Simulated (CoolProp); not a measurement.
Vapour-liquid equilibrium of n-hexane (1) + n-decane (2) at 0.013 bar; x and y are mole fractions of (1).

Model: multi-fluid Helmholtz-energy mixture model, Thol 2019 and Lemmon 2006; pair parameters Kunz 2012, in CoolProp.

```csv
x,bubble temperature (K),y at the bubble point,dew temperature at overall composition x (K),liquid density (mol/L)
0.05,301.1,0.837,329.2,5.174
0.125,283.6,0.958,327.8,5.408
0.2,274.6,0.982,326.2,5.605
0.275,268.8,0.990,324.5,5.796
0.35,264.5,0.994,322.6,5.987
0.425,261.2,0.996,320.5,6.185
0.5,258.5,0.997,318.2,6.391
0.575,256.2,0.998,315.5,6.608
0.65,254.2,0.999,312.4,6.837
0.725,252.5,0.999,308.7,7.079
0.8,251.0,1.000,304.0,7.337
0.875,249.6,1.000,297.4,7.612
0.95,248.4,1.000,285.7,7.906
```

No azeotrope shows between x = 0.05 and 0.95.

Pair parameters are fitted to limited data, so mixtures are less certain than the pure fluids.
